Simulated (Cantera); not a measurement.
Feed: 1 mol CH₂F₂, 2.2 mol H₂, equilibrated at 3325 K and 21.0 Pa.

Method: chemical equilibrium by Gibbs-energy minimisation in Cantera with the NASA 1993 tables (ideal gas, pure condensed phases). Candidate condensed phases: C, C₆H₆, C₇H₈, C₈H₁₈; 95 gas species. Equilibrium is a limit: real reactors are often held back by kinetics, nucleation or transport.

Base state: H 0.678, F 0.199, C 0.101, HF 0.0177, C₂ 0.00241, CF 0.00109, H₂ 0.000637, C₃ 0.000575 (mole fractions); condensed: gas only.

Problem. What changes in the equilibrium state with this change: temperature from 3325 K to 648.15 K?

Solution. 
```csv
species,before,after
H₂,0.000637,0.522
HF,0.0177,0.477
CH₄,<1e-9,0.00155
H,0.678,<1e-9
F,0.199,<1e-9
C,0.101,<1e-9
C₂,0.00241,<1e-9
CF,0.00109,<1e-9
C₃,0.000575,<1e-9
"C(graphite), mol",0,0.993
```
